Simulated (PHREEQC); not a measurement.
Solution (25 °C): 0.0041 mol/kgw HF, 0.017 mol/kgw H2SiF6 and 0.0053 mol/kgw H2SO4. Closed to the air; pH follows from the charge balance.

The numbers come from PHREEQC with the ion-association model, phreeqc.dat.

The pH is 1.47 and the ionic strength is 0.0587 mol/kgw. The density is 0.999 g/cm³. The total alkalinity is -117 meq/kg.

```tsv
species	molality	activity	log γ
H+	0.0403	0.0342	-0.072
SiF6-2	0.0165	0.00730	-0.354
HF	0.00697	0.00706	0.006
HSO4-	0.00341	0.00277	-0.091
SO4-2	0.00189	0.000833	-0.356
H4SiO4	0.000508	0.000515	0.006
F-	0.000172	0.000138	-0.097
HF2-	4.60e-6	3.73e-6	-0.091
```

Precipitation was switched off in this run. The solution is supersaturated, for example in Quartz (slow to form), Chalcedony (slow to form), so a real one may precipitate; this is no full list. SiF6-2 is the database's only silicon fluoride.
